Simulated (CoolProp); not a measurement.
Saturation properties of n-dodecane.

Values from CoolProp's reference Helmholtz-energy equation of state, Lemmon 2004. It is a short technical equation, of lower accuracy than the large ones.

```tsv
T (K)	p (MPa)	liquid cp (kJ/(kg K))	vapour Z	liquid conductivity (mW/(m K))
320.7	9.948e-5	2.289	0.9996	130
330.8	0.0001954	2.325	0.9994	128
340.8	0.0003629	2.362	0.9990	125
350.9	0.0006484	2.401	0.9984	123
361	0.001112	2.439	0.9975	121
371	0.001829	2.478	0.9964	119
381.1	0.002924	2.518	0.9948	117
391.1	0.004513	2.558	0.9927	115
401.2	0.006804	2.599	0.9901	113
411.3	0.009997	2.640	0.9868	111
421.3	0.01430	2.681	0.9827	109
431.4	0.02009	2.722	0.9777	106
441.5	0.02768	2.764	0.9718	104
```

It boils at 489.4 K under 1 atm.

Thermal conductivity comes from a separate model (Huber 2004).
